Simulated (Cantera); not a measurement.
Charge: 1 mol SrCl2, 8.6 mol H2, at 1848.15 K and 1.00 bar.

Cantera equilibrium calculation (NASA polynomials, part measured and part estimated; ideal gas, pure solids and liquids). Candidate condensed phases: Sr, SrCl2; 8 gas species. Rates play no part.

Base state: H2 0.967, SrCl2 0.0304, HCl 0.00109, SrCl 0.000856, H 0.000522, Sr 0.000118 (mole fractions); condensed: SrCl2(l).

Problem. What changes in the equilibrium state with this change: pressure from 1.00 bar to 69.0 Pa?

Solution. 
| species | before | after |
|---|---|---|
| H2 | 0.967 | 0.865 |
| SrCl2 | 0.0304 | 0.0918 |
| H | 0.000522 | 0.0188 |
| HCl | 0.00109 | 0.0135 |
| Cl | 4.48e-7 | 0.000222 |
| Sr | 0.000118 | 0.00305 |
| SrCl | 0.000856 | 0.00757 |
| SrCl2(l), mol | 0.722 | 0 |

Problem. What changes in the equilibrium state with this change: pressure from 1.00 bar to 0.110 Pa?

Solution. 
```csv
species,before,after
H2,0.967,0.489
H,0.000522,0.354
HCl,0.00109,0.0492
Cl,4.48e-7,0.0271
Sr,0.000118,0.0307
SrCl,0.000856,0.0148
SrCl2,0.0304,0.0348
"SrCl2(l), mol",0.722,0
```

Problem. What changes in the equilibrium state with this change: pressure from 1.00 bar to 5.10 Pa?

Solution. 
```csv
species,before,after
H2,0.967,0.806
SrCl2,0.0304,0.0791
H,0.000522,0.0667
HCl,0.00109,0.0267
SrCl,0.000856,0.0116
Cl,4.48e-7,0.00168
Sr,0.000118,0.00839
"SrCl2(l), mol",0.722,0
```
